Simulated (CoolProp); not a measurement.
Saturation properties of diethyl ether.

Model: reference Helmholtz-energy equation of state, Thol 2014, in CoolProp.

```tsv
T (°C)	p (bar)	enthalpy of vaporisation (kJ/kg)	liquid cp (kJ/(kg K))	surface tension (mN/m)
85.45	4.622	308.0	2.585	9.56
90.15	5.188	302.7	2.610	9.04
94.85	(withheld)	297.2	2.635	8.53
99.55	(withheld)	291.5	2.662	8.03
104.25	7.202	285.7	2.690	7.53
108.95	7.987	279.6	2.720	7.03
113.65	8.834	273.3	2.752	(withheld)
118.35	9.746	266.8	2.786	6.06
123.05	10.73	260.0	2.823	5.59
127.75	11.78	252.9	2.863	5.12
132.45	12.90	245.5	2.907	4.66
137.15	14.11	237.7	2.956	4.20
141.85	(withheld)	229.5	3.011	3.76
146.55	16.77	220.8	3.075	3.33
```

Some entries are withheld; supply them.


- 94.85, p (bar): 5.805
- 99.55, p (bar): 6.476
- 113.65, surface tension (mN/m): 6.54
- 141.85, p (bar): 15.39

It boils at 34.5 °C under 1 atm.

Surface tension comes from a separate correlation (Mulero 2014).
